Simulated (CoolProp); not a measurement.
Vapour-liquid equilibrium of CHF3 (R23) (1) + R227EA (2) at 0.447 MPa; x and y are mole fractions of (1).

Computed with CoolProp (multi-fluid Helmholtz-energy mixture model, Penoncello 2003 and Lemmon 2016; pair parameters Bell 2016).

```json
[
 {"x": "0.05", "bubble temperature, mixture model (K)": "287.3", "bubble temperature, Raoult's law (K)": "284.6", "y, mixture model": "0.286", "y, Raoult's law": "0.376"},
 {"x": "0.15", "bubble temperature, mixture model (K)": "269.3", "bubble temperature, Raoult's law (K)": "267.0", "y, mixture model": "0.646", "y, Raoult's law": "0.706"},
 {"x": "0.25", "bubble temperature, mixture model (K)": "255.9", "bubble temperature, Raoult's law (K)": "255.5", "y, mixture model": "0.812", "y, Raoult's law": "0.839"},
 {"x": "0.35", "bubble temperature, mixture model (K)": "246.5", "bubble temperature, Raoult's law (K)": "247.2", "y, mixture model": "0.890", "y, Raoult's law": "0.904"},
 {"x": "0.45", "bubble temperature, mixture model (K)": "239.8", "bubble temperature, Raoult's law (K)": "240.9", "y, mixture model": "0.930", "y, Raoult's law": "0.940"},
 {"x": "0.55", "bubble temperature, mixture model (K)": "235.0", "bubble temperature, Raoult's law (K)": "235.9", "y, mixture model": "0.953", "y, Raoult's law": "0.962"},
 {"x": "0.65", "bubble temperature, mixture model (K)": "231.2", "bubble temperature, Raoult's law (K)": "231.8", "y, mixture model": "0.968", "y, Raoult's law": "0.977"},
 {"x": "0.75", "bubble temperature, mixture model (K)": "228.1", "bubble temperature, Raoult's law (K)": "228.3", "y, mixture model": "0.979", "y, Raoult's law": "0.986"},
 {"x": "0.85", "bubble temperature, mixture model (K)": "225.3", "bubble temperature, Raoult's law (K)": "225.3", "y, mixture model": "0.988", "y, Raoult's law": "0.993"},
 {"x": "0.95", "bubble temperature, mixture model (K)": "222.7", "bubble temperature, Raoult's law (K)": "222.7", "y, mixture model": "0.996", "y, Raoult's law": "0.998"}
]
```

The largest gap from Raoult's law is +2.7 K in bubble temperature, at x = 0.05. No azeotrope shows between x = 0.05 and 0.95.

The pair parameters rest on a limited set of measurements; away from them the model extrapolates. The gap from Raoult's law changes sign with composition, which may be real or a fault of the pair parameters; it wasn't checked against measurements.
